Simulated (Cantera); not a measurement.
**Reactions in the system C-H-O-Ta**

Cantera with NASA thermochemical tables; ideal gases at 1 bar, condensed phases pure. Values are per mole of reaction as written; species without (g) are pure solids or liquids, kept so even where they would boil at 1 bar. TaC: taken at fixed stoichiometry.

2 CH₃(g) + TaO₂(g) ⇌ 3 H₂(g) + TaC + CO₂(g)

```json
[
 {"T (K)": "923", "ΔH° (kJ)": "-610.1", "ΔS° (J/K)": "18.9", "ΔG° (kJ)": "-627.5", "log10 K": "35.51"},
 {"T (K)": "1123", "ΔH° (kJ)": "-605.6", "ΔS° (J/K)": "23.2", "ΔG° (kJ)": "-631.7", "log10 K": "29.38"},
 {"T (K)": "1323", "ΔH° (kJ)": "-601.7", "ΔS° (J/K)": "26.4", "ΔG° (kJ)": "-636.7", "log10 K": "25.14"},
 {"T (K)": "1523", "ΔH° (kJ)": "-598.1", "ΔS° (J/K)": "29.0", "ΔG° (kJ)": "-642.2", "log10 K": "22.03"},
 {"T (K)": "1723", "ΔH° (kJ)": "-594.7", "ΔS° (J/K)": "31.1", "ΔG° (kJ)": "-648.3", "log10 K": "19.65"},
 {"T (K)": "1923", "ΔH° (kJ)": "-591.3", "ΔS° (J/K)": "33.0", "ΔG° (kJ)": "-654.7", "log10 K": "17.78"},
 {"T (K)": "2123", "ΔH° (kJ)": "-587.8", "ΔS° (J/K)": "34.7", "ΔG° (kJ)": "-661.4", "log10 K": "16.27"},
 {"T (K)": "2323", "ΔH° (kJ)": "-584.1", "ΔS° (J/K)": "36.3", "ΔG° (kJ)": "-668.5", "log10 K": "15.03"},
 {"T (K)": "2523", "ΔH° (kJ)": "-580.2", "ΔS° (J/K)": "37.9", "ΔG° (kJ)": "-676.0", "log10 K": "13.99"},
 {"T (K)": "2723", "ΔH° (kJ)": "-576.1", "ΔS° (J/K)": "39.5", "ΔG° (kJ)": "-683.7", "log10 K": "13.12"}
]
```
